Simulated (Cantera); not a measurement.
Input (Python, Cantera) and output of one run.

```python
import numpy as np
import cantera as ct

gas_names = [...]  # 95 gases of nasa_gas.yaml made of C, F, H
cond_names = """
    C(gr) C6H6(L) C7H8(L) C8H18(L),n-octa
""".split()


# ... load() reads the species with a 1 bar reference pressure and builds the phases ...
atoms = {
    'c-C4F8': {'C': 4, 'F': 8},
    'CH4': {'C': 1, 'H': 4},
    'H2': {'H': 2},
}
top_T = {'C(gr)': 4500}  # K; cautious upper limits of use, not melting points


# ... equilibrate(T, P, feed) seeds the gas with the atoms and calls Mixture.equilibrate('TP', solver="vcs", rtol=1e-11, max_steps=5000) ...
results = []
T = 1373  # K
P = 770  # Pa
for m in [0.54, 0.72, 0.97, 1.3, 1.7, 2.3, 3.1, 4.2, 5.7, 7.6, 10, 14, 18]:
    feed = {'c-C4F8': 1, 'CH4': 0.022, 'H2': m}  # mol
    mix = equilibrate(T, P, feed)
    results.append((T, P, feed, dict(zip(mix.species_names, mix.species_moles))))

top = {s: max(r[3][s] / sum(r[3][g] for g in gas_names) for r in results) for s in gas_names}
cols = sorted((s for s in top if top[s] > 0.0001), key=lambda s: -top[s])[:9]
seen = [c for c in cond_names if any(r[3].get(c, 0) > 1e-12 for r in results)]
print("log10 of partial pressures in bar; condensed amounts in mol")
print(f"{'n(H2)':>10s}" + "".join(f"{s[:9]:>10s}" for s in cols + seen))
for T, P, feed, n in results:
    ng = sum(n[g] for g in gas_names)
    print(f"{feed['H2']:10.4g}" + "".join(f"{np.log10(max(n[s] / ng * P / 1e5, 1e-99)):10.3f}" for s in cols)
          + "".join(f"{n.get(c, 0):10.4g}" for c in seen))
```

Result:

```
log10 of partial pressures in bar; condensed amounts in mol
     n(H2)        HF        H2       CF4     C(gr)
      0.54    -2.505   -11.337    -2.340     2.314
      0.72    -2.427   -11.151    -2.402     2.404
      0.97    -2.353   -10.961    -2.486     2.529
       1.3    -2.288   -10.776    -2.594     2.694
       1.7    -2.235   -10.605    -2.726     2.894
       2.3    -2.184   -10.397    -2.937     3.194
       3.1    -2.142   -10.127    -3.309     3.594
       4.2    -2.127    -3.642   -16.217     4.022
       5.7    -2.199    -2.861   -18.070     4.022
       7.6    -2.277    -2.618   -18.865     4.022
        10    -2.358    -2.480   -19.467     4.022
        14    -2.467    -2.368   -20.126     4.022
        18    -2.554    -2.309   -20.591     4.022
```

Cantera equilibrium calculation (NASA polynomials, part measured and part estimated; ideal gas, pure solids and liquids). The feed counts by its element totals alone. Gases not in the tables: C2F6 and larger saturated fluorocarbons.
